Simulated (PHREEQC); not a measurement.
Dissolve 0.00017 mol CaSO4, 0.0038 mol Na2SO4 and 0.021 mol MgSO4 per kg of water at 20 °C. Closed to the air; pH follows from the charge balance.

The numbers come from PHREEQC with the ion-association model, phreeqc.dat.

| Item | Value |
|---|---|
| ionic strength | 0.0618 mol/kgw |
| specific conductance | 2890 µS/cm |
| density | 1.001 g/cm³ |

```
species  molality  activity   log γ
-------  --------  --------  ------
SO4-2      0.0163   0.00710  -0.360
Mg+2       0.0126   0.00583  -0.335
MgSO4     0.00840   0.00852   0.006
Na+       0.00735   0.00598  -0.089
NaSO4-   0.000252  0.000206  -0.087
Ca+2     0.000111   4.97e-5  -0.347
CaSO4     5.95e-5   6.04e-5   0.006
MgOH+     1.43e-7   1.19e-7  -0.082
H+        1.33e-7   1.13e-7  -0.073
HSO4-     8.63e-8   6.99e-8  -0.091
OH-       7.60e-8   6.07e-8  -0.098
```

No solid was allowed to form.
